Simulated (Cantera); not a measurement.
A perfectly stirred reactor is fed with C2H6 : N2 = 1 : 1.2 (molar parts), at 1.95 Torr; it is held at 1400 K, and followed from long to short residence time.

Detailed kinetics in Cantera: GRI-Mech 3.0 (53 species, 325 reactions). GRI-Mech 3.0 stops at C3 and has no aromatics, soot or wall deposition, so with more carbon than oxygen in the feed, carbon stays in small species such as C2H2 where larger ones or solid carbon would form. Radical loss at walls, strong at low pressure, is not modelled.

Problem. What does this change do: temperature 1400 to 1850 K?

Solution. 
```csv
quantity,before,after
x(C2H6) at τ = 13.0 s,0.000678,7.55e-6
x(CH3) at τ = 13.0 s,0.000796,0.00104
x(CH2) at τ = 13.0 s,1.98e-7,8.00e-6
x(H2) at τ = 13.0 s,0.386,0.466
x(C2H2) at τ = 13.0 s,0.211,0.235
x(C2H6) at τ = 73.0 ms,0.0770,0.00133
x(CH3) at τ = 73.0 ms,0.00772,0.0159
x(CH2) at τ = 73.0 ms,2.54e-6,5.52e-5
x(H2) at τ = 73.0 ms,0.172,0.384
x(C2H2) at τ = 73.0 ms,0.0600,0.207
```

Problem. What does this change do: C2H6 1 to 0.14 parts?

Solution. 
| quantity | before | after |
|---|---|---|
| x(C2H6) at τ = 13.0 s | 0.000678 | 0.000288 |
| x(CH3) at τ = 13.0 s | 0.000796 | 0.000478 |
| x(CH2) at τ = 13.0 s | 1.98e-7 | 2.78e-7 |
| x(H2) at τ = 13.0 s | 0.386 | 0.139 |
| x(C2H2) at τ = 13.0 s | 0.211 | 0.0744 |
| x(C2H6) at τ = 73.0 ms | 0.0770 | 0.0295 |
| x(CH3) at τ = 73.0 ms | 0.00772 | 0.00423 |
| x(CH2) at τ = 73.0 ms | 2.54e-6 | 2.87e-6 |
| x(H2) at τ = 73.0 ms | 0.172 | 0.0507 |
| x(C2H2) at τ = 73.0 ms | 0.0600 | 0.0145 |
